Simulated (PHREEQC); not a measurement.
A solution holds 0.0031 mol Na2SO4 and 0.071 mol CuSO4 per kg of water, at 13 °C. Closed to the air; pH follows from the charge balance.

Equilibrium calculation in PHREEQC: ion-association model, wateq4f.dat.

Task: The ionic strength comes out as 0.162 mol/kgw. What activity coefficients do Cu+2, H+, Na+, NaSO4-, Cu2(OH)2+2 get?

Result: Cu+2 0.35, H+ 0.81, Na+ 0.76, NaSO4- 0.76, Cu2(OH)2+2 0.33.

Precipitation was switched off in this run. Complexes and solids missing from the database can't appear. Away from 25 °C the constants follow the database's enthalpies or fits; those with neither stay at their 25 °C values.
